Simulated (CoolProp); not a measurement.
Properties of R245ca along the isobar 101 kPa (Tc = 447.6 K, pc = 3941 kPa, ω = 0.355).

Model: reference Helmholtz-energy equation of state, Zhou 2016, in CoolProp.

```tsv
T (K)	phase	Z	cp (kJ/(kg K))	speed of sound (m/s)	Joule-Thomson coefficient (K/MPa)	isothermal compressibility (1/MPa)	fugacity coefficient
247.2	liquid	0.004365	1.324	954.2	-0.3116	0.001016	0.08198
255.1	liquid	0.004281	1.329	920.0	-0.3040	0.001105	0.1307
263	liquid	0.004205	1.336	886.1	-0.2952	0.001205	0.2009
270.9	liquid	0.004135	1.344	852.4	-0.2852	0.001317	0.2990
278.7	liquid	0.004071	1.353	?	-0.2740	0.001443	0.4302
286.6	liquid	0.004013	1.363	786.0	-0.2613	?	0.6057
294.5	liquid	0.003960	1.374	752.9	-0.2469	0.001754	0.8322
302.4	gas	0.9632	0.9193	137.5	?	10.29	0.9646
```

Complete the blanks.


- 278.7, speed of sound (m/s): 819.3
- 286.6, isothermal compressibility (1/MPa): 0.001588
- 302.4, Joule-Thomson coefficient (K/MPa): 26.89
